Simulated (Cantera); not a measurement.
An isothermal, constant-pressure homogeneous reactor starts with H₂ : O₂ = 0.048 : 1 (molar parts), at 1450 K and 2.40 Torr. Integrator tolerance rtol = 1e-08.

Computed with Cantera and GRI-Mech 3.0 (53 species, 325 reactions). Radical loss at walls, strong at low pressure, is not modelled. The temperature is held fixed by assumption; the heat of reaction is taken as removed at once.

Task: What does this change do: pressure from 2.40 Torr to 10.00 Torr?

Result: 
```csv
quantity,before,after
x(H₂) at 1.00 s,0.000453 (gas-phase equilibrium 8.08e-7),1.85e-5 (gas-phase equilibrium 3.96e-7)
x(O₂) at 1.00 s,0.929 (gas-phase equilibrium 0.953),0.952 (gas-phase equilibrium 0.953)
x(OH) at 1.00 s,0.00491 (gas-phase equilibrium 0.000210),0.00100 (gas-phase equilibrium 0.000147)
x(HO₂) at 1.00 s,3.06e-7 (gas-phase equilibrium 6.79e-8),1.89e-7 (gas-phase equilibrium 9.70e-8)
x(H₂O) at 1.00 s,0.0422 (gas-phase equilibrium 0.0468),0.0463 (gas-phase equilibrium 0.0468)
x(H₂O₂) at 1.00 s,8.57e-9 (gas-phase equilibrium 3.98e-10),7.88e-9 (gas-phase equilibrium 8.13e-10)
x(H) at 1.00 s,0.00219 (gas-phase equilibrium 1.51e-7),1.67e-5 (gas-phase equilibrium 5.19e-8)
```
